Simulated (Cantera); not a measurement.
Feed: 1 mol CH3OH, 0.37 mol H2O.

These are equilibrium values from Cantera (NASA tables, ideal gas, pure condensed phases), not measurements of a reactor. Candidate condensed phases: C, C6H6, C7H8, C8H18, H2O; 110 gas species. The ideal-gas law is rough above about 30 bar. Rates play no part.

Stable condensed phases, one row left out:

```
T in K \ P in Pa
               10       46      220     1000     4600    22000   100000   460000  2200000 10000000
   2375         A        A        A        A        A        A        A        A        A        A
   2225         A        A        A        A        A        A        A        A        A        A
   2075         A        A        A        A        A        A        A        A        A        A
   1925         A        A        A        A        A        A        A        A        A        A
   1775         A        A        A        A        A        A        A        A        A        A
   1625         A        A        A        A        A        A        A        A        A        A
   1475         A        A        A        A        A        A        A        A        A        A
   1325         A        A        A        A        A        A        A        A        A        A
   1175         A        A        A        A        A        A        A        A        A        A
    875         A        A        A        A        A        B        B        B        B        B
    725         A        A        B        B        B        B        B        B        B        B
```

A: gas only; B: C.

Give the row for 1025 K.

10: gas only; 46: gas only; 220: gas only; 1000: gas only; 4600: gas only; 22000: gas only; 100000: gas only; 460000: gas only; 2200000: gas only; 10000000: gas only.
